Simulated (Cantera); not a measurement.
An isothermal, constant-pressure homogeneous reactor starts with 1.22 % C₂H₆, 98.8 % N₂, at 1800 K and 10.00 Torr.

Model: GRI-Mech 3.0 (53 species, 325 reactions), integrated in Cantera. GRI-Mech 3.0 stops at C3 and has no aromatics, soot or wall deposition, so with more carbon than oxygen in the feed, carbon stays in small species such as C2H2 where larger ones or solid carbon would form. Radical loss at walls, strong at low pressure, is not modelled.

Problem. Predict: x(HCN) at 20.0 s; x(CH₂) at 20.0 s; x(H₂) at 20.0 s; x(CH₃) at 20.0 s.

Solution. x(HCN) at 20.0 s: 0.000150 (gas-phase equilibrium 0.0213)
x(CH₂) at 20.0 s: 1.34e-9 (gas-phase equilibrium 9.25e-10)
x(H₂) at 20.0 s: 0.0236 (gas-phase equilibrium 0.0236)
x(CH₃) at 20.0 s: 6.04e-8 (gas-phase equilibrium 4.04e-8)
